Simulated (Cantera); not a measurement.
# Iron carbonyl, mercury and lead vapours: PbO + CO + H2

Charge: 1 mol PbO, a varied amount of CO, 0.1 mol H2, held at 1648 K and 0.00220 bar.

Cantera equilibrium calculation (NASA polynomials, part measured and part estimated; ideal gas, pure solids and liquids). Candidate condensed phases: C, C6H6, C7H8, C8H18, H2O, Pb, PbO, PbO2, Pb3O4; 113 gas species. The numbers say what is thermodynamically allowed, not how fast it happens.

From 0.93 mol CO to 4.2 mol CO nothing is condensed. The main Pb-bearing gas is Pb throughout.

```
n(CO) (mol)  log p CO  log p Pb  log p CO2  log p H2O  log p PbO  log p H2  log p H  log p OH
-----------  --------  --------  ---------  ---------  ---------  --------  -------  --------
0.93            -4.15     -2.98      -3.03      -3.98      -4.39     -5.60    -6.85     -6.57
1.1             -3.69     -3.01      -3.05      -4.03      -4.89     -5.17    -6.64     -6.84
1.3             -3.44     -3.04      -3.08      -4.09      -5.21     -4.96    -6.53     -7.01
1.5             -3.30     -3.07      -3.11      -4.15      -5.41     -4.85    -6.48     -7.13
1.7             -3.21     -3.11      -3.14      -4.21      -5.56     -4.78    -6.44     -7.21
2               -3.12     -3.15      -3.18      -4.28      -5.74     -4.72    -6.41     -7.32
2.3             -3.05     -3.19      -3.22      -4.35      -5.88     -4.69    -6.40     -7.41
2.7             -2.99     -3.24      -3.27      -4.44      -6.04     -4.67    -6.39     -7.50
3.1             -2.95     -3.28      -3.31      -4.52      -6.17     -4.66    -6.38     -7.58
3.6             -2.91     -3.33      -3.35      -4.60      -6.30     -4.66    -6.38     -7.67
4.2             -2.87     -3.38      -3.40      -4.70      -6.44     -4.67    -6.39     -7.76
```
log p: log10 of the partial pressure in bar; nothing condenses.
